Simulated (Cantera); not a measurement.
What does this Cantera script print?

```python
import numpy as np
import cantera as ct

gas = ct.Solution("gri30.yaml")
gas.TPX = 400, 13332, {'CH4': 1, 'C2H6': 0.37, 'O2': 2.2, 'N2': 6.37, 'H2O': 0.29}
flame = ct.FreeFlame(gas, width=0.16)
flame.set_refine_criteria(ratio=3, slope=0.08, curve=0.16)
flame.transport_model = "mixture-averaged"
flame.solve(loglevel=0, auto=True)
z, T = flame.grid, flame.T
thick = (T[-1] - T[0]) / np.gradient(T, z).max()
show = ['CH4', 'C2H6', 'O2', 'NO', 'H2', 'CH2O']
print(f"laminar burning velocity  {flame.velocity[0] * 100:.3f} cm/s")
print(f"burnt temperature         {T[-1]:.1f} K")
print(f"thermal thickness         {thick * 1e3:.4f} mm")
print(f"grid points               {len(z)}")
z0 = z[flame.heat_release_rate.argmax()]
print(f"{'z/mm':>9s}{'T/K':>9s}{'u/(m/s)':>9s}" + "".join(f"{s:>11s}" for s in show))
rows = []
for k in (-3, -2, -1.5, -1, -0.5, -0.25, 0, 0.25, 0.5, 1, 2, 4, 8):
    zz = z0 + k * thick
    rows.append([k * thick, np.interp(zz, z, T), np.interp(zz, z, flame.velocity),
                 *(np.interp(zz, z, flame.X[gas.species_index(s)]) for s in show)])
    print(f"{rows[-1][0] * 1e3:9.3f}{rows[-1][1]:9.1f}{rows[-1][2]:9.3f}" + "".join(f"{x:11.3e}" for x in rows[-1][3:]))
```

Output:

```
laminar burning velocity  65.639 cm/s
burnt temperature         2115.8 K
thermal thickness         2.7290 mm
grid points               145
     z/mm      T/K  u/(m/s)        CH4       C2H6         O2         NO         H2       CH2O
   -8.187    400.1    0.658  9.747e-02  3.608e-02  2.145e-01  1.129e-10  2.682e-03  2.852e-08
   -5.458    401.8    0.665  9.679e-02  3.588e-02  2.132e-01  2.095e-09  8.453e-03  8.084e-07
   -4.093    412.2    0.687  9.546e-02  3.556e-02  2.108e-01  1.711e-08  1.694e-02  9.035e-06
   -2.729    510.3    0.868  8.961e-02  3.414e-02  2.009e-01  2.650e-07  3.502e-02  1.628e-04
   -1.364   1025.2    1.819  6.354e-02  2.287e-02  1.503e-01  3.228e-06  6.253e-02  1.417e-03
   -0.682   1444.8    2.638  3.833e-02  8.387e-03  9.838e-02  7.134e-06  7.581e-02  1.593e-03
    0.000   1799.1    3.354  1.321e-02  4.947e-04  4.584e-02  1.391e-05  8.312e-02  7.089e-04
    0.682   1982.4    3.718  2.634e-03  6.016e-06  1.630e-02  2.498e-05  8.357e-02  2.163e-04
    1.364   2048.1    3.840  4.799e-04  1.633e-07  5.296e-03  3.822e-05  8.325e-02  5.829e-05
    2.729   2077.5    3.884  2.751e-05  6.724e-10  7.592e-04  6.025e-05  8.467e-02  4.846e-06
    5.458   2085.3    3.891  5.407e-07  3.040e-13  2.588e-04  8.293e-05  8.642e-02  1.156e-07
   10.916   2090.0    3.897  2.394e-09  8.006e-18  2.281e-04  9.729e-05  8.691e-02  8.949e-10
   21.832   2096.9    3.908  3.172e-12  1.602e-21  1.954e-04  1.022e-04  8.708e-02  4.041e-10
```

Computed with Cantera and GRI-Mech 3.0 (53 species, 325 reactions). Burning velocities carry a grid error of a few per cent, more on coarse grids.
